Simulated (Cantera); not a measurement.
An isothermal, constant-pressure homogeneous reactor starts with C2H6 : N2 = 1 : 95 (molar parts), at 1423 K and 383 Torr. Integrator tolerance rtol = 1e-08.

Cantera simulation using GRI-Mech 3.0 (53 species, 325 reactions); the numbers are that mechanism's predictions, not measurements. GRI-Mech 3.0 stops at C3 and has no aromatics, soot or wall deposition, so with more carbon than oxygen in the feed, carbon stays in small species such as C2H2 where larger ones or solid carbon would form.

### Question
What does this change do: pressure from 383 Torr to 42.8 Torr?

### Answer
| quantity | before | after |
|---|---|---|
| x(C2H6) at 50.0 s | 8.15e-8 (gas-phase equilibrium 1.60e-9) | 1.30e-7 (gas-phase equilibrium 2.05e-11) |
| x(HCN) at 50.0 s | 2.32e-7 (gas-phase equilibrium 0.0173) | 8.84e-7 (gas-phase equilibrium 0.0174) |
| x(CH2) at 50.0 s | 5.93e-11 (gas-phase equilibrium 7.43e-12) | 5.93e-10 (gas-phase equilibrium 7.50e-12) |
| x(CH3) at 50.0 s | 1.23e-6 (gas-phase equilibrium 1.51e-7) | 4.69e-6 (gas-phase equilibrium 5.12e-8) |
| x(C2H2) at 50.0 s | 0.00968 (gas-phase equilibrium 0.00147) | 0.00952 (gas-phase equilibrium 0.00149) |
| x(C2H4) at 50.0 s | 5.98e-5 (gas-phase equilibrium 9.65e-6) | 8.10e-6 (gas-phase equilibrium 1.10e-6) |

### Question
What does this change do: 2.4 parts H2O added?

### Answer
```
quantity                                              before                                     after
-----------------  -----------------------------------------  ----------------------------------------
x(C2H6) at 50.0 s    8.15e-8 (gas-phase equilibrium 1.60e-9)    3.60e-7 (gas-phase equilibrium <1e-12)
x(HCN) at 50.0 s      2.32e-7 (gas-phase equilibrium 0.0173)   1.11e-7 (gas-phase equilibrium 7.96e-8)
x(CH2) at 50.0 s   5.93e-11 (gas-phase equilibrium 7.43e-12)   2.63e-10 (gas-phase equilibrium <1e-12)
x(CH3) at 50.0 s     1.23e-6 (gas-phase equilibrium 1.51e-7)  2.69e-6 (gas-phase equilibrium 1.73e-12)
x(C2H2) at 50.0 s    0.00968 (gas-phase equilibrium 0.00147)    0.00677 (gas-phase equilibrium <1e-12)
x(C2H4) at 50.0 s    5.98e-5 (gas-phase equilibrium 9.65e-6)    5.46e-5 (gas-phase equilibrium <1e-12)
```
